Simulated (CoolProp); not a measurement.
Saturation properties of diethyl ether (Tc = 467.9 K, pc = 3.717 MPa, ω = 0.282).

The numbers come from the reference Helmholtz-energy equation of state, Thol 2014 in CoolProp.

| T (K) | p (MPa) | enthalpy of vaporisation (kJ/kg) | liquid cp (kJ/(kg K)) |
|---|---|---|---|
| 308.6 | 0.1050 | 357.3 | 2.371 |
| 311.4 | … | 354.8 | 2.382 |
| 314.3 | 0.1278 | 352.2 | 2.392 |
| 317.1 | 0.1403 | 349.7 | 2.403 |
| 319.9 | 0.1538 | 347.1 | 2.414 |
| 322.8 | … | 344.4 | 2.425 |
| 325.6 | 0.1843 | … | … |
| 328.4 | 0.2009 | 339.2 | … |
| 331.3 | 0.2193 | … | … |
| 334.1 | 0.2383 | 333.7 | 2.472 |
| 336.9 | 0.2584 | 330.9 | 2.484 |
| 339.7 | 0.2799 | 328.1 | 2.496 |

Task: Some entries are withheld; supply them.

Result: 
- 311.4, p (MPa): 0.1157
- 322.8, p (MPa): 0.1688
- 325.6, enthalpy of vaporisation (kJ/kg): 341.8
- 325.6, liquid cp (kJ/(kg K)): 2.437
- 328.4, liquid cp (kJ/(kg K)): 2.448
- 331.3, enthalpy of vaporisation (kJ/kg): 336.4
- 331.3, liquid cp (kJ/(kg K)): 2.460

It boils at 307.6 K under 1 atm.
